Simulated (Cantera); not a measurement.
Feed: 1 mol SiC, 0.015 mol N2O, 13 mol H2, 0.045 mol H2O, at 1130 Torr.

Cantera equilibrium calculation (NASA polynomials, part measured and part estimated; ideal gas, pure solids and liquids). Candidate condensed phases: C, C6H6, C7H8, C8H18, H2O, Si, SiC, SiO2, Si2N2O, Si3N4; 151 gas species. Mutual solubility and eutectic melting of coexisting phases are not modelled. Equilibrium is a limit: real reactors are often held back by kinetics, nucleation or transport.

### Question
At 1750 K, list the 7 most abundant gas species with their mole fractions, and the condensed phases.

### Answer
H2 0.995, CO 0.00245, SiO 0.00164, N2 0.000669, H 0.000189, CH4 0.000115, H2O 1.59e-5. Condensed: SiC(s) + Si2N2O(s).
